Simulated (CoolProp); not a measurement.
Vapour-liquid equilibrium of cis-2-butene (1) + acetone (2) at 213 kPa; x and y are mole fractions of (1).

Values from CoolProp's multi-fluid Helmholtz-energy mixture model, Lemmon 2005 and Lemmon 2006; pair parameters Bell 2016.

**Question.** Give the bubble temperature and the first vapour's composition at x = 0.2, 0.875, 0.95. Is there an azeotrope?

**Answer.** x = 0.2: 46.1 °C, y = 0.708; x = 0.875: 26.6 °C, y = 0.944; x = 0.95: 25.6 °C, y = 0.973. No azeotrope shows between x = 0.05 and 0.95.

The pair parameters rest on a limited set of measurements; away from them the model extrapolates. With so large a gap from Raoult's law the liquid may split in two, which this calculation doesn't test in full.
